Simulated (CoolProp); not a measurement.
Vapour-liquid equilibrium of propane (1) + isohexane (2) at 0.00807 MPa; x and y are mole fractions of (1).

Values from CoolProp's multi-fluid Helmholtz-energy mixture model, Lemmon 2009 and Lemmon 2006; pair parameters Bell 2016.

Q: Give the bubble temperature and the first vapour's composition at x = 0.275, 0.575, 0.8. Is there an azeotrope?

A: x = 0.275: -68.8 °C, y = 0.994; x = 0.575: -79.6 °C, y = 0.999; x = 0.8: -84.0 °C, y = 1.000. No azeotrope shows between x = 0.05 and 0.95.

The pair parameters rest on a limited set of measurements; away from them the model extrapolates.
